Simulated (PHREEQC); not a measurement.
Solution (65 °C): 0.00099 mol CuCl2, 0.0094 mol HCl and 0.0051 mol FeCl3 per kg of water. Closed to the air; pH follows from the charge balance.

Computed with PHREEQC (ion-association model, wateq4f.dat).

Each row changes one thing in this solution. Precipitation was switched off in this run.

```
case                                      pH  ionic strength (mol/kgw)  Cl- (mol/kgw)  FeOH+2 (mol/kgw)  FeCl+2 (mol/kgw)  Fe+3 (mol/kgw)  SI of Goethite (FeOOH)  SI of Tenorite (CuO)
--------------------------------------  ----  ------------------------  -------------  ----------------  ----------------  --------------  ----------------------  --------------------
as made                                 1.96                    0.0339         0.0255           0.00251           0.00103         0.00100                   +4.56                 -5.75
diluted 100-fold with water             3.73                  0.000284       0.000267           6.88e-6          5.97e-10         2.74e-8                   +5.81                 -3.88
diluted 5-fold with water               2.55                   0.00641        0.00531          0.000696           1.71e-5      (withheld)              (withheld)                 -5.08
0.0029 mol/kgw HBr added                1.88                    0.0370         0.0253           0.00234           0.00114         0.00114                   +4.36                 -5.92
temperature from 65 to 30 °C            2.02                    0.0371         0.0255           0.00122           0.00101         0.00249              (withheld)            (withheld)
CuCl2 from 0.00099 to 0.000495 mol/kgw  1.96                    0.0326         0.0246           0.00253           0.00101         0.00101                   +4.57                 -6.05
```

Problem. Fill in the missing entries.

Solution. 
- diluted 5-fold with water, Fe+3 (mol/kgw): 5.58e-5
- diluted 5-fold with water, SI of Goethite (FeOOH): +5.33
- temperature from 65 to 30 °C, SI of Goethite (FeOOH): +4.07
- temperature from 65 to 30 °C, SI of Tenorite (CuO): -6.70

Some of these states are supersaturated (in Hematite (slow to form), Goethite (slow to form), for instance). Constants without temperature data keep their 25 °C values here.
